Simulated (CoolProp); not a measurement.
The fluoroketone C6F12O (FK-5-1-12) along the isotherm 176.15 °C: fugacity coefficient from the reference equation and from simpler models built on Tc = 168.7 °C, pc = 1.869 MPa, ω = 0.471; each cubic takes its own stable root.

Values from CoolProp's reference Helmholtz-energy equation of state, McLinden 2015.

| p (MPa) | phase | reference | van der Waals | Redlich-Kwong | Soave-Redlich-Kwong | Peng-Robinson |
|---|---|---|---|---|---|---|
| 0.623 | gas | 0.8932 | 0.9056 | 0.8939 | 0.8955 | 0.8845 |
| 1.25 | gas | 0.7890 | 0.8105 | 0.7901 | 0.7933 | 0.7744 |
| 1.87 | supercritical | 0.6843 | 0.7109 | 0.6857 | 0.6914 | 0.6679 |
| 2.49 | supercritical | 0.5654 | 0.5930 | 0.5686 | 0.5789 | 0.5551 |
| 3.12 | supercritical | 0.4781 | 0.5128 | 0.4858 | 0.4958 | 0.4724 |
| 3.74 | supercritical | 0.4205 | 0.4604 | 0.4309 | 0.4403 | 0.4170 |
| 4.36 | supercritical | 0.3795 | 0.4236 | 0.3916 | 0.4005 | 0.3772 |
| 4.98 | supercritical | 0.3490 | 0.3969 | 0.3624 | 0.3709 | 0.3474 |
| 5.61 | supercritical | 0.3253 | 0.3768 | 0.3397 | 0.3478 | 0.3240 |
| 6.23 | supercritical | 0.3071 | 0.3620 | 0.3222 | 0.3301 | 0.3059 |
| 6.85 | supercritical | 0.2926 | 0.3508 | 0.3083 | 0.3160 | 0.2913 |
| 7.48 | supercritical | 0.2807 | 0.3422 | 0.2969 | 0.3045 | 0.2793 |
| 8.1 | supercritical | 0.2711 | 0.3360 | 0.2879 | 0.2954 | 0.2696 |
| 8.72 | supercritical | 0.2633 | 0.3317 | 0.2806 | 0.2880 | 0.2615 |
| 9.35 | supercritical | 0.2569 | 0.3287 | 0.2745 | 0.2818 | 0.2547 |
